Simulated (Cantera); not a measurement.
An adiabatic, constant-volume homogeneous reactor starts with CH4 : CO : O2 : N2 = 1 : 0.85 : 4.25 : 16 (molar parts), at 950 K and 30.0 bar. Integrator tolerance rtol = 1e-08.

Computed with Cantera and GRI-Mech 3.0 (53 species, 325 reactions). The pressure lies above the range GRI-Mech 3.0 was tuned for (to about 10 atm). Below about 1000 K GRI-Mech 3.0 lacks low-temperature oxidation paths.

| quantity | before | after |
|---|---|---|
| time of steepest temperature rise | 0.149 s | 3.12 s |
| temperature at 7.00 s | 2464 K | 2411 K |
| equilibrium temperature | 2464 K | 2411 K |
| x(CH4) at 7.00 s | <1e-12 (gas-phase equilibrium <1e-12) | <1e-12 (gas-phase equilibrium <1e-12) |
| x(CO) at 7.00 s | 0.00106 (gas-phase equilibrium 0.00106) | 0.00412 (gas-phase equilibrium 0.00412) |
| x(O2) at 7.00 s | 0.0773 (gas-phase equilibrium 0.0773) | 0.0781 (gas-phase equilibrium 0.0781) |
| x(HO2) at 7.00 s | 1.73e-5 (gas-phase equilibrium 1.73e-5) | 6.33e-6 (gas-phase equilibrium 6.33e-6) |
| x(HCO) at 7.00 s | 4.09e-10 (gas-phase equilibrium 4.09e-10) | 4.94e-10 (gas-phase equilibrium 4.94e-10) |
| x(C2H) at 7.00 s | <1e-12 (gas-phase equilibrium <1e-12) | <1e-12 (gas-phase equilibrium <1e-12) |

Question: Name the change that produced these shifts.
A. pressure from 30.0 bar to 18.0 bar
B. CH4 1 to 0.57 parts
C. constant pressure in place of constant volume
D. pressure from 30.0 bar to 1.01 bar

Answer: D, pressure from 30.0 bar to 1.01 bar
